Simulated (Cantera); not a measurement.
Feed: 1 mol C₂H₂, 1.2 mol CO₂, 0.83 mol N₂, held at 1298.15 K and 0.460 bar.

Method: chemical equilibrium by Gibbs-energy minimisation in Cantera with the NASA 1993 tables (ideal gas, pure condensed phases). Candidate condensed phases: C, C₆H₆, C₇H₈, C₈H₁₈, H₂O; 136 gas species. Rates play no part.

Q: What is the equilibrium state?

A: 
| Quantity | Result |
|---|---|
| x(CO) | 0.566 |
| x(H₂) | 0.236 |
| x(N₂) | 0.196 |
| x(CO₂) | 0.000780 |
| x(H₂O) | 0.000570 |
| x(CH₄) | 0.000204 |
| x(HCN) | 4.38e-5 |
| x(NH₃) | 2.92e-6 |
| n(C(graphite)) | 0.805 mol |
| gas amount | 4.223 mol |
